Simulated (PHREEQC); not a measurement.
# Acid rinse or clean (model solution)

A solution holds 0.001 mol/kgw HCl, 0.0023 mol/kgw ZnSO4 and 0.0034 mol/kgw MgCl2, at 25 °C. Closed to the air; pH follows from the charge balance.

Equilibrium calculation in PHREEQC: ion-association model, phreeqc.dat.

Each row changes one thing in this solution. Precipitation was switched off in this run.

| case | pH | ionic strength (mol/kgw) | Zn+2 (mol/kgw) | SO4-2 (mol/kgw) | ZnSO4 (mol/kgw) | HSO4- (mol/kgw) | SI of Zn(OH)2(e) (Zn(OH)2) |
|---|---|---|---|---|---|---|---|
| as made | 3.09 | 0.0175 | 0.00201 | 0.00155 | 0.000261 | 8.43e-5 | -8.25 |
| ZnSO4 from 0.0023 to 0.0115 mol/kgw | 3.19 | 0.0394 | 0.00811 | 0.00680 | 0.00313 | 0.000252 | -7.52 |
| 0.00025 mol/kgw Na2CO3 added | 3.39 | 0.0176 | 0.00201 | 0.00158 | 0.000266 | 4.29e-5 | -7.64 |
| 3.6e-05 mol/kgw Na2SO4 added | 3.09 | 0.0176 | 0.00201 | 0.00158 | 0.000265 | 8.55e-5 | -8.25 |
| diluted 2-fold with water | 3.36 | 0.00914 | 0.00104 | 0.000875 | 9.82e-5 | 2.76e-5 | -7.92 |
| MgCl2 left out | 3.09 | 0.00843 | 0.00191 | 0.00180 | 0.000380 | 0.000108 | -8.21 |
| 0.00061 mol/kgw Na2CO3 added | 5.97 | 0.0178 | 0.00198 | 0.00161 | 0.000266 | 1.15e-7 | -2.49 |

Species that the database lacks are ignored.
